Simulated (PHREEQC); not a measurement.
A solution holds 130 mmol/kgw HF, 0.038 mmol/kgw KF and 0.45 mmol/kgw H2SiF6, at 90 °C. Closed to the air; pH follows from the charge balance.

Computed with PHREEQC (ion-association model, wateq4f.dat).

This is a speciation only: nothing precipitates in the calculation.

### Question
Predict the pH.

### Answer
pH 2.22.

### Question
In which forms is F present?

### Answer
HF 88 %, H2F2 4.0 %, F- 2.9 %, HF2- 2.8 %, SiF6-2 2.0 % of the F.

Complexes and solids missing from the database can't appear. Constants without temperature data keep their 25 °C values here. SiF6-2 is the database's only silicon fluoride.
